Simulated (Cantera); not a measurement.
# Adiabatic ignition

An adiabatic, constant-volume homogeneous reactor starts with CH₄ : O₂ : N₂ : H₂O = 1 : 2 : 7.52 : 0.51 (molar parts), equivalence ratio 1.0, at 1625 K and 4.80 bar.

Computed with Cantera and GRI-Mech 3.0 (53 species, 325 reactions). Above 3000 K some thermodynamic fits are extrapolated.

```json
[
 {"t (s)": "8.00e-6", "T (K)": "1625", "P (bar)": "4.80", "x CH₄": "0.0906", "x O₂": "0.181", "x H₂O": "0.0463", "x C₂H₆": "6.83e-7", "x O": "1.15e-7", "x CH₃": "5.23e-5", "x CO": "1.41e-7"},
 {"t (s)": "2.01e-5", "T (K)": "1625", "P (bar)": "4.80", "x CH₄": "0.0904", "x O₂": "0.181", "x H₂O": "0.0464", "x C₂H₆": "1.83e-5", "x O": "3.39e-7", "x CH₃": "0.000173", "x CO": "4.40e-6"},
 {"t (s)": "5.04e-5", "T (K)": "1631", "P (bar)": "4.82", "x CH₄": "0.0886", "x O₂": "0.180", "x H₂O": "0.0475", "x C₂H₆": "0.000313", "x O": "1.09e-6", "x CH₃": "0.000437", "x CO": "0.000165"},
 {"t (s)": "0.000127", "T (K)": "3039", "P (bar)": "9.41", "x CH₄": "<1e-12", "x O₂": "0.0218", "x H₂O": "0.180", "x C₂H₆": "<1e-12", "x O": "0.00628", "x CH₃": "<1e-12", "x CO": "0.0398"},
 {"t (s)": "0.000318", "T (K)": "3021", "P (bar)": "9.35", "x CH₄": "<1e-12", "x O₂": "0.0181", "x H₂O": "0.180", "x C₂H₆": "<1e-12", "x O": "0.00539", "x CH₃": "<1e-12", "x CO": "0.0404"},
 {"t (s)": "0.000798", "T (K)": "3020", "P (bar)": "9.34", "x CH₄": "<1e-12", "x O₂": "0.0179", "x H₂O": "0.180", "x C₂H₆": "<1e-12", "x O": "0.00533", "x CH₃": "<1e-12", "x CO": "0.0404"},
 {"t (s)": "0.00200", "T (K)": "3020", "P (bar)": "9.34", "x CH₄": "<1e-12", "x O₂": "0.0179", "x H₂O": "0.180", "x C₂H₆": "<1e-12", "x O": "0.00533", "x CH₃": "<1e-12", "x CO": "0.0404"},
 {"t (s)": "0.00503", "T (K)": "3020", "P (bar)": "9.34", "x CH₄": "<1e-12", "x O₂": "0.0179", "x H₂O": "0.180", "x C₂H₆": "<1e-12", "x O": "0.00533", "x CH₃": "<1e-12", "x CO": "0.0404"},
 {"t (s)": "0.0126", "T (K)": "3020", "P (bar)": "9.34", "x CH₄": "<1e-12", "x O₂": "0.0179", "x H₂O": "0.180", "x C₂H₆": "<1e-12", "x O": "0.00533", "x CH₃": "<1e-12", "x CO": "0.0404"},
 {"t (s)": "0.0317", "T (K)": "3020", "P (bar)": "9.34", "x CH₄": "<1e-12", "x O₂": "0.0179", "x H₂O": "0.180", "x C₂H₆": "<1e-12", "x O": "0.00533", "x CH₃": "<1e-12", "x CO": "0.0404"},
 {"t (s)": "0.0797", "T (K)": "3020", "P (bar)": "9.34", "x CH₄": "<1e-12", "x O₂": "0.0179", "x H₂O": "0.180", "x C₂H₆": "<1e-12", "x O": "0.00533", "x CH₃": "<1e-12", "x CO": "0.0404"},
 {"t (s)": "0.200", "T (K)": "3020", "P (bar)": "9.34", "x CH₄": "<1e-12", "x O₂": "0.0179", "x H₂O": "0.180", "x C₂H₆": "<1e-12", "x O": "0.00533", "x CH₃": "<1e-12", "x CO": "0.0404"}
]
```
x: mole fraction; the columns are a selection and need not sum to one.

- time of steepest temperature rise = 0.112 ms
- temperature at 0.200 s = 3020 K
- equilibrium temperature = 3020 K
- x(CH₄) at 0.200 s = <1e-12 (gas-phase equilibrium <1e-12)
- x(O₂) at 0.200 s = 0.0179 (gas-phase equilibrium 0.0179)
- x(H₂O) at 0.200 s = 0.180 (gas-phase equilibrium 0.180)
